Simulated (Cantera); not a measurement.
An adiabatic, constant-volume homogeneous reactor starts with CH₄ : O₂ : N₂ = 1 : 1.82 : 6.84 (molar parts), equivalence ratio 1.1, at 1248 K and 150 Torr. Integrator tolerance rtol = 1e-08.

Computed with Cantera and GRI-Mech 3.0 (53 species, 325 reactions).

What does this change do: 0.025 parts C2H6 added?


| quantity | before | after |
|---|---|---|
| time of steepest temperature rise | 79.6 ms | 37.5 ms |
| temperature at 0.900 s | 2722 K | 2729 K |
| equilibrium temperature | 2722 K | 2729 K |
| x(CH₄) at 0.900 s | <1e-12 (gas-phase equilibrium <1e-12) | <1e-12 (gas-phase equilibrium <1e-12) |
| x(O₂) at 0.900 s | 0.0151 (gas-phase equilibrium 0.0151) | 0.0125 (gas-phase equilibrium 0.0125) |
| x(H₂) at 0.900 s | 0.0284 (gas-phase equilibrium 0.0284) | 0.0322 (gas-phase equilibrium 0.0322) |
| x(NO₂) at 0.900 s | 1.06e-6 (gas-phase equilibrium 1.06e-6) | 8.82e-7 (gas-phase equilibrium 8.82e-7) |
| x(C₂H₆) at 0.900 s | <1e-12 (gas-phase equilibrium <1e-12) | <1e-12 (gas-phase equilibrium <1e-12) |
